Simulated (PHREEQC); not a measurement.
A solution holds 0.059 mol/kgw HF, 0.00078 mol/kgw KF and 0.0011 mol/kgw H4SiO4, at 25 °C. Closed to the air; pH follows from the charge balance.

Computed with PHREEQC (ion-association model, wateq4f.dat).

This is a speciation only: nothing precipitates in the calculation.

Q: What pH does the model give?

A: pH 2.21.

Q: In which forms is F present?

A: HF 65 %, H2F2 13 %, SiF6-2 11 %, F- 7.8 %, HF2- 2.3 % of the F.

Complexes and solids missing from the database can't appear. wateq4f.dat counts part of the HF as a dimer, H2F2, which phreeqc.dat doesn't know; its constant is uncertain. SiF6-2 is the database's only silicon fluoride.
